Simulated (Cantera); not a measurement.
**Premixed flame**

A freely propagating, adiabatic, planar premixed flame of 5.63 % CH₄, 5.46 % C₂H₆, 0.236 % C₃H₈, 21.0 % O₂, 54.7 % N₂, 12.9 % H₂O, unburnt at 425 K and 1.00 bar; multicomponent transport, grid criteria slope 0.08 and curve 0.16, no radiation.

Computed with Cantera and GRI-Mech 3.0 (53 species, 325 reactions). Burning velocities carry a grid error of a few per cent, more on coarse grids.

```tsv
z (mm)	T (K)	u (m/s)	x CH₄	x C₂H₆	x C₃H₈	x CH₂	x CH₂O	x NO₂
-1.72	425	0.433	0.0561	0.0544	0.00236	<1e-8	7.10e-8	<1e-8
-1.15	428	0.439	0.0557	0.0541	0.00234	<1e-8	1.82e-6	<1e-8
-0.859	442	0.457	0.0549	0.0536	0.00232	<1e-8	1.30e-5	2.05e-8
-0.573	543	0.573	0.0520	0.0514	0.00227	<1e-8	0.000174	2.04e-7
-0.286	1020	1.12	0.0394	0.0343	0.00173	1.51e-8	0.00166	5.50e-7
-0.143	1425	1.62	0.0269	0.0130	0.000681	2.55e-6	0.00181	1.06e-7
0	1785	2.07	0.0115	0.000782	1.30e-5	4.60e-5	0.000539	<1e-8
0.143	1969	2.30	0.00316	1.69e-5	1.39e-8	6.05e-5	0.000162	<1e-8
0.286	2037	2.38	0.00101	1.41e-6	<1e-8	3.11e-5	5.80e-5	<1e-8
0.573	2074	2.41	0.000227	5.52e-8	<1e-8	7.03e-6	1.15e-5	<1e-8
1.15	2090	2.43	4.30e-5	<1e-8	<1e-8	9.72e-7	1.63e-6	<1e-8
2.29	2097	2.43	5.69e-6	<1e-8	<1e-8	8.63e-8	1.61e-7	<1e-8
4.58	2103	2.44	4.01e-7	<1e-8	<1e-8	<1e-8	1.12e-8	<1e-8
```
x: mole fraction of selected species; z is measured from the peak of heat release.

laminar burning velocity: 43.2 cm/s
thermal thickness: 0.573 mm
peak x(CH₂): 6.59e-5
peak x(CH₂O): 0.00206
grid points: 147
